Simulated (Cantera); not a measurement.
A perfectly stirred reactor is fed with NO : N2 = 1 : 1.1 (molar parts), at 0.132 atm; it is held at 2198 K, and followed from long to short residence time.

Computed with Cantera and GRI-Mech 3.0 (53 species, 325 reactions).

Question: What does this change do: temperature 2198 to 1575 K?

Answer: 
```csv
quantity,before,after
x(NO) at τ = 16.0 s,0.0266,0.455
x(O2) at τ = 16.0 s,0.223,0.0104
x(NO2) at τ = 16.0 s,1.28e-5,0.000171
x(N2) at τ = 16.0 s,0.747,0.534
x(O) at τ = 16.0 s,0.00347,3.64e-6
x(NO) at τ = 54.0 ms,0.436,0.476
x(O2) at τ = 54.0 ms,0.0191,8.43e-6
x(NO2) at τ = 54.0 ms,6.78e-5,3.28e-5
x(N2) at τ = 54.0 ms,0.543,0.524
x(O) at τ = 54.0 ms,0.00129,1.06e-6
```

Question: What does this change do: temperature 2198 to 2025 K?

Answer: 
```
quantity                before     after
---------------------  -------  --------
x(NO) at τ = 16.0 s     0.0266    0.0730
x(O2) at τ = 16.0 s      0.223     0.201
x(NO2) at τ = 16.0 s   1.28e-5   4.31e-5
x(N2) at τ = 16.0 s      0.747     0.725
x(O) at τ = 16.0 s     0.00347   0.00100
x(NO) at τ = 54.0 ms     0.436     0.469
x(O2) at τ = 54.0 ms    0.0191   0.00339
x(NO2) at τ = 54.0 ms  6.78e-5   5.75e-5
x(N2) at τ = 54.0 ms     0.543     0.527
x(O) at τ = 54.0 ms    0.00129  0.000258
```
